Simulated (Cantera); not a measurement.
An isothermal, constant-pressure homogeneous reactor starts with NO : N₂ = 1 : 2.5 (molar parts), at 1725 K and 101000 Pa. Integrator tolerance rtol = 1e-08.

Model: GRI-Mech 3.0 (53 species, 325 reactions), integrated in Cantera.

**Question.** What does this change do: pressure from 101000 Pa to 130000 Pa?

**Answer.** 
```csv
quantity,before,after
x(NO) at 50.0 s,0.0479 (gas-phase equilibrium 0.00274),0.0380 (gas-phase equilibrium 0.00274)
x(O) at 50.0 s,2.01e-5 (gas-phase equilibrium 2.18e-5),1.81e-5 (gas-phase equilibrium 1.93e-5)
x(N₂) at 50.0 s,0.833 (gas-phase equilibrium 0.856),0.838 (gas-phase equilibrium 0.856)
x(N₂O) at 50.0 s,1.04e-6 (gas-phase equilibrium 1.67e-7),7.41e-7 (gas-phase equilibrium 1.89e-7)
x(NO₂) at 50.0 s,0.000107 (gas-phase equilibrium 6.67e-6),9.82e-5 (gas-phase equilibrium 7.56e-6)
x(O₂) at 50.0 s,0.119 (gas-phase equilibrium 0.141),0.124 (gas-phase equilibrium 0.141)
```

**Question.** What does this change do: pressure from 101000 Pa to 12000 Pa?

**Answer.** 
```
quantity                                            before                                    after
----------------  ----------------------------------------  ---------------------------------------
x(NO) at 50.0 s     0.0479 (gas-phase equilibrium 0.00274)    0.187 (gas-phase equilibrium 0.00274)
x(O) at 50.0 s     2.01e-5 (gas-phase equilibrium 2.18e-5)  3.86e-5 (gas-phase equilibrium 6.34e-5)
x(N₂) at 50.0 s        0.833 (gas-phase equilibrium 0.856)      0.764 (gas-phase equilibrium 0.856)
x(N₂O) at 50.0 s   1.04e-6 (gas-phase equilibrium 1.67e-7)  1.26e-5 (gas-phase equilibrium 5.75e-8)
x(NO₂) at 50.0 s  0.000107 (gas-phase equilibrium 6.67e-6)  9.28e-5 (gas-phase equilibrium 2.30e-6)
x(O₂) at 50.0 s        0.119 (gas-phase equilibrium 0.141)     0.0491 (gas-phase equilibrium 0.141)
```
